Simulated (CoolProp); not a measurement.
Values from CoolProp's reference Helmholtz-energy equation of state, Span 2000.

Give the vapour pressure (kPa), enthalpy of vaporisation (kJ/kg), liquid viscosity (µPa s) of saturated nitrogen at 89.7, 95.7, 97.7 K.


```
T (K)  p (kPa)  enthalpy of vaporisation (kJ/kg)  liquid viscosity (µPa s)
-----  -------  --------------------------------  ------------------------
89.7       351                               181                       104
95.7       570                               170                      86.2
97.7       661                               166                      81.1
```

Viscosity comes from a separate model (Lemmon 2004).
